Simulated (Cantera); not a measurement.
Charge: 1 mol Nb2O5, 0.76 mol H2, 0.082 mol H2O, equilibrated at 1 atm.

Method: chemical equilibrium by Gibbs-energy minimisation in Cantera with the NASA 1993 tables (ideal gas, pure condensed phases). Candidate condensed phases: H2O, Nb, NbO, NbO2, Nb2O5; 12 gas species. Mutual solubility and eutectic melting of coexisting phases are not modelled. Condensed phases not in the tables: the oxides between NbO2 and Nb2O5. Rates play no part.

x: gas mole fraction; n: condensed amount in mol.

```tsv
T (K)	x H2	x H2O	x H	x OH	x NbO2	n Nb2O5(s)	n NbO2(s)
923	0.903	0.0974	2.31e-10	<1e-12	<1e-12	1.00	0
998	0.903	0.0974	2.03e-9	<1e-12	<1e-12	1.00	0
1073	0.903	0.0974	1.32e-8	(withheld)	<1e-12	1.00	0
1148	0.903	0.0974	6.76e-8	(withheld)	<1e-12	1.00	0
1223	0.903	0.0974	2.84e-7	(withheld)	<1e-12	1.00	0
1298	0.903	0.0974	1.01e-6	(withheld)	<1e-12	1.00	0
1373	0.903	0.0974	3.14e-6	(withheld)	<1e-12	1.00	0
1448	0.903	0.0974	8.70e-6	(withheld)	1.01e-11	1.00	0
1523	0.903	0.0974	2.18e-5	(withheld)	1.17e-10	1.00	0
1598	0.880	0.120	4.96e-5	(withheld)	9.53e-10	0.981	0.0373
1673	0.852	0.148	0.000104	(withheld)	6.26e-9	0.957	0.0857
```

Q: Some entries are withheld; supply them.

A: 
- 1073, x OH: 5.33e-12
- 1148, x OH: 4.36e-11
- 1223, x OH: 2.76e-10
- 1298, x OH: 1.41e-9
- 1373, x OH: 6.05e-9
- 1448, x OH: 2.23e-8
- 1523, x OH: 7.25e-8
- 1598, x OH: 2.62e-7
- 1673, x OH: 8.75e-7
